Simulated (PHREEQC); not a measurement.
## Alkaline etch or developer

Solution (25 °C): 0.0069 mol TMAH, 1.2e-05 mol H4SiO4 and 0.0043 mol Na2CO3 per kg of water. Closed to the air; pH follows from the charge balance.

Model: ion-association model, phreeqc.dat, run in PHREEQC.

```
Item                       Value
----------------  --------------
pH                         11.78
ionic strength    0.0190 mol/kgw
total alkalinity     15.5 meq/kg
```

```json
[
 {"species": "Na+", "molality": "0.00825", "activity": "0.00722", "log γ": "-0.058"},
 {"species": "OH-", "molality": "0.00698", "activity": "0.00607", "log γ": "-0.061"},
 {"species": "(CH3)4N+", "molality": "0.00690", "activity": "0.00602", "log γ": "-0.060"},
 {"species": "CO3-2", "molality": "0.00385", "activity": "0.00229", "log γ": "-0.226"},
 {"species": "NaCO3-", "molality": "0.000353", "activity": "0.000308", "log γ": "-0.059"},
 {"species": "HCO3-", "molality": "9.27e-5", "activity": "8.14e-5", "log γ": "-0.056"},
 {"species": "H3SiO4-", "molality": "1.12e-5", "activity": "9.78e-6", "log γ": "-0.060"},
 {"species": "H2SiO4-2", "molality": "6.72e-7", "activity": "3.99e-7", "log γ": "-0.226"}
]
```

This is a speciation only: nothing precipitates in the calculation. Species that the database lacks are ignored. (CH3)4N+ isn't in the database: it is added as a free cation with an ion size of 4 Å.
